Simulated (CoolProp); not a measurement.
Vapour-liquid equilibrium of propylene (1) + acetone (2) at 0.726 bar; x and y are mole fractions of (1).

Computed with CoolProp (multi-fluid Helmholtz-energy mixture model, Lemmon 2013 and Lemmon 2006; pair parameters Bell 2016).

| x | bubble temperature, mixture model (K) | bubble temperature, Raoult's law (K) | y, mixture model | y, Raoult's law |
|---|---|---|---|---|
| 0.05 | 269.3 | 292.4 | 0.898 | 0.688 |
| 0.2 | 230.5 | 256.9 | 0.993 | 0.959 |
| 0.35 | 223.1 | 242.3 | 0.996 | 0.987 |
| 0.5 | 221.6 | 233.6 | 0.997 | 0.995 |
| 0.65 | 221.5 | 227.6 | 0.997 | 0.998 |
| 0.8 | 221.1 | 223.1 | 0.997 | 0.999 |
| 0.95 | 219.4 | 219.5 | 0.999 | 1.000 |

The largest gap from Raoult's law is -26.4 K in bubble temperature, at x = 0.2. No azeotrope shows between x = 0.05 and 0.95.

The pair parameters rest on a limited set of measurements; away from them the model extrapolates. With so large a gap from Raoult's law the liquid may split in two, which this calculation doesn't test in full.
